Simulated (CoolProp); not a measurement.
A closed Brayton cycle with dry air: compressor inlet 329.15 K and 7.5 MPa, high pressure 26 MPa, turbine inlet 765 K, compressor efficiency 0.8, turbine efficiency 0.9, recuperator effectiveness 0 (on enthalpy, no pinch check). Each further row changes one setting.

Values from CoolProp's reference Helmholtz-energy equation of state, Lemmon 2000. It is a pseudo-pure fit of the blend.

```json
[
 {"case": "as stated", "thermal efficiency (%)": "___", "net work (kJ/kg)": "35.0", "compressor to turbine work": "0.84", "compressor exit (K)": "505.3", "turbine exit (K)": "568.0"},
 {"case": "turbine inlet 715 K", "thermal efficiency (%)": "8.7", "net work (kJ/kg)": "20.3", "compressor to turbine work": "0.90", "compressor exit (K)": "505.3", "turbine exit (K)": "529.0"},
 {"case": "compressor inlet 339.15 K", "thermal efficiency (%)": "10.6", "net work (kJ/kg)": "29.0", "compressor to turbine work": "0.87", "compressor exit (K)": "520.3", "turbine exit (K)": "568.0"},
 {"case": "high pressure 22.1 MPa", "thermal efficiency (%)": "12.1", "net work (kJ/kg)": "38.7", "compressor to turbine work": "0.80", "compressor exit (K)": "478.6", "turbine exit (K)": "___"},
 {"case": "recuperator effectiveness 0.5", "thermal efficiency (%)": "___", "net work (kJ/kg)": "35.0", "compressor to turbine work": "0.84", "compressor exit (K)": "505.3", "turbine exit (K)": "568.0"}
]
```

Question: Fill in the missing entries.

Answer: 
- as stated, thermal efficiency (%): 12.0
- high pressure 22.1 MPa, turbine exit (K): 590.6
- recuperator effectiveness 0.5, thermal efficiency (%): 13.6
